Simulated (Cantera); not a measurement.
An adiabatic, constant-volume homogeneous reactor starts with 3.65 % CH4, 10.5 % O2, 75.3 % N2, 10.6 % H2O, equivalence ratio 0.70, at 1300 K and 2250 Torr.

Computed with Cantera and GRI-Mech 3.0 (53 species, 325 reactions).

Task: Predict: time of steepest temperature rise; temperature at 0.200 s; equilibrium temperature; x(O2) at 0.200 s; x(H2O) at 0.200 s; x(NO2) at 0.200 s; x(HO2) at 0.200 s.

Result: 
```json
{
  "time_of_steepest_temperature_rise": "8.56 ms",
  "temperature at 0.200 s": "2220 K",
  "equilibrium_temperature": "2219 K",
  "x(O2) at 0.200 s": "0.0290 (gas-phase equilibrium 0.0288)",
  "x(H2O) at 0.200 s": "0.177 (gas-phase equilibrium 0.177)",
  "x(NO2) at 0.200 s": "4.57e-6 (gas-phase equilibrium 4.96e-6)",
  "x(HO2) at 0.200 s": "2.86e-6 (gas-phase equilibrium 2.83e-6)"
}
```
